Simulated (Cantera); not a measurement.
# Equilibrium for abatement and gas-phase synthesis: SO₂ + H₂

Charge: 1 mol SO₂, a varied amount of H₂, equilibrated at 1450 K and 0.00133 bar.

Equilibrium computed with Cantera from the NASA thermochemical tables; the gas is ideal and each condensed phase is pure. Candidate condensed phases: H₂O, H₂SO₄, S; 19 gas species. Equilibrium is a limit: real reactors are often held back by kinetics, nucleation or transport.

```
n(H₂) (mol)    x SO₂    x H₂  x H₂O    x S₂    x H₂S      x SO
-----------  -------  ------  -----  ------  -------  --------
0.32           0.678  0.0265  0.228  0.0523  0.00103    0.0127
0.54           0.531  0.0475  0.329  0.0767  0.00224    0.0123
0.92           0.351  0.0847  0.442   0.104  0.00465    0.0108
1.6            0.166   0.156  0.533   0.125  0.00937   0.00779
2.6           0.0503   0.277  0.528   0.121   0.0164   0.00425
4.4          0.00768   0.485  0.394  0.0846   0.0240   0.00152
7.5          0.00122   0.672  0.250  0.0485   0.0252  0.000526
```
x: gas mole fraction; nothing condenses.

From 0.32 mol H₂ to 7.5 mol H₂ nothing is condensed.
